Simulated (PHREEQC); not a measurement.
A PHREEQC input (ion-association model, wateq4f.dat):

```
SOLUTION 1
  temp 71
  units mgL
  pH 7.89
  pe 9.9
  Na 26.2
  K 0.0213
  Ca 116
  Mg 84.9
  Cl 123
  S(6) 3.56 as SO4
  Alkalinity 673 as HCO3
  Pb 0.386
END
USE solution 1
EQUILIBRIUM_PHASES 1
  Quartz 0 0.5
  CO2(g) -2 10
END
```

It stops with these messages:

```
ERROR: Calculations terminating due to input errors.
```

The fault: a unit that the program doesn't know. The line should read `units mg/kgw` where the input has `units mgL`. With the mend the run ends at pH 8.05 and ionic strength 0.0175 mol/kgw.
